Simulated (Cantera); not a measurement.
Input: 1 mol FeS2, 1.8 mol O2, held at 1650 K and 0.100 bar.

These are equilibrium values from Cantera (NASA tables, ideal gas, pure condensed phases), not measurements of a reactor. Candidate condensed phases: Fe, FeO, FeS, FeSO4, FeS2, Fe2O3, Fe2(SO4)3, Fe3O4, S; 12 gas species. The tables' stoichiometric FeO is somewhat more stable than real wüstite, so its field is too wide. FeO: taken at fixed stoichiometry. Kinetics and transport are ignored.

Base state: SO2 0.770, S2 0.200, SO 0.0217, S2O 0.00718, S 0.000281 (mole fractions); condensed: FeO(l).

Problem. What changes in the equilibrium state with this change: temperature from 1650 K to 1875 K?

Solution. 
```json
[
 {"species": "SO2", "before": "0.770", "after": "0.743"},
 {"species": "S2", "before": "0.200", "after": "0.188"},
 {"species": "SO", "before": "0.0217", "after": "0.0605"},
 {"species": "Fe", "before": "1.34e-6", "after": "7.23e-5"},
 {"species": "S", "before": "0.000281", "after": "0.00182"},
 {"species": "S2O", "before": "0.00718", "after": "0.00648"},
 {"species": "FeO(l), mol", "before": "1.000", "after": "1.000"}
]
```
